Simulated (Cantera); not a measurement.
An isothermal, constant-pressure homogeneous reactor starts with 32.3 % NO, 67.7 % N₂, at 1625 K and 69000 Pa.

Detailed kinetics in Cantera: GRI-Mech 3.0 (53 species, 325 reactions).

Problem. Predict: x(NO) at 3.00 s; x(NO₂) at 3.00 s; x(N₂) at 3.00 s; x(O) at 3.00 s; x(N₂O) at 3.00 s.

Solution. 
```json
{
 "x(NO) at 3.00 s": "0.305 (gas-phase equilibrium 0.00195)",
 "x(NO₂) at 3.00 s": "0.000212 (gas-phase equilibrium 5.31e-6)",
 "x(N₂) at 3.00 s": "0.686 (gas-phase equilibrium 0.838)",
 "x(O) at 3.00 s": "2.50e-6 (gas-phase equilibrium 9.44e-6)",
 "x(N₂O) at 3.00 s": "3.42e-5 (gas-phase equilibrium 9.90e-8)"
}
```
